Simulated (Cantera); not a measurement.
# Ignition delay

Mixture: 40.2 % H2, 12.6 % O2, 47.1 % N2, 0.133 % NO, at 15800 Torr, adiabatic and at constant pressure. Ignition delay is the time to a rise of 400 K.

Detailed kinetics in Cantera: GRI-Mech 3.0 (53 species, 325 reactions). The hydrogen kinetics of GRI-Mech 3.0 are dated; newer H2 mechanisms differ, most at raised pressure. The pressure lies above the range GRI-Mech 3.0 was tuned for (to about 10 atm). The mechanism lacks 2 NO + O2 → 2 NO2 and HONO, so NO2 and the effect of NO are under-described below about 1400 K.

| T0 (K) | delay (ms) |
|---|---|
| 973 | 1.31 |
| 1023 | 0.469 |
| 1073 | 0.203 |
| 1123 | 0.0956 |
| 1173 | 0.0463 |
| 1223 | 0.0221 |
| 1273 | 0.0103 |

| Item | Value |
|---|---|
| apparent activation energy between 1173 and 1273 K | 190 kJ/mol |
